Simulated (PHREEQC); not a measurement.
Make-up at 20 °C: 31 mmol/kgw HBr and 0.22 mmol/kgw CuSO4. Closed to the air; pH follows from the charge balance.

Equilibrium calculation in PHREEQC: ion-association model, phreeqc.dat.

```json
{
  "pH": "1.57",
  "ionic_strength": "0.0316 mol/kgw",
  "specific_conductance": "10400 µS/cm",
  "total_alkalinity": "-31.0 meq/kg"
}
```

| species | molality | activity | log γ |
|---|---|---|---|
| Br- | 0.0310 | 0.0260 | -0.077 |
| H+ | 0.0309 | 0.0270 | -0.059 |
| Cu+2 | 0.000219 | 0.000118 | -0.267 |
| HSO4- | 0.000130 | 0.000110 | -0.072 |
| SO4-2 | 8.91e-5 | 4.68e-5 | -0.280 |
| CuSO4 | 1.08e-6 | 1.09e-6 | 0.003 |

No solid was allowed to form.
